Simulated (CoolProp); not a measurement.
Vapour-liquid equilibrium of toluene (1) + n-dodecane (2) at 169.05 °C; x and y are mole fractions of (1).

Computed with CoolProp (multi-fluid Helmholtz-energy mixture model, Lemmon 2006 and Lemmon 2004; pair parameters Bell 2016).

```csv
x,"bubble pressure, mixture model (MPa)","bubble pressure, Raoult's law (MPa)","y, mixture model","y, Raoult's law"
0.05,0.04212,0.04764,0.355,0.436
0.125,0.06549,0.07668,0.613,0.677
0.2,0.09136,0.1057,0.744,0.786
0.275,0.1190,0.1348,0.820,0.848
0.35,0.1479,0.1638,0.869,0.888
0.425,0.1774,0.1928,0.902,0.916
0.5,0.2074,0.2219,0.926,0.936
0.575,0.2376,0.2509,0.945,0.952
0.65,0.2680,0.2799,0.959,0.965
0.725,0.2988,0.3090,0.970,0.975
0.8,0.3299,0.3380,0.980,0.983
0.875,0.3616,0.3670,0.988,0.990
0.95,0.3938,0.3961,0.996,0.996
```

The largest gap from Raoult's law is -14.6 % in bubble pressure, at x = 0.125. No azeotrope shows between x = 0.05 and 0.95.

The pair parameters rest on a limited set of measurements; away from them the model extrapolates.
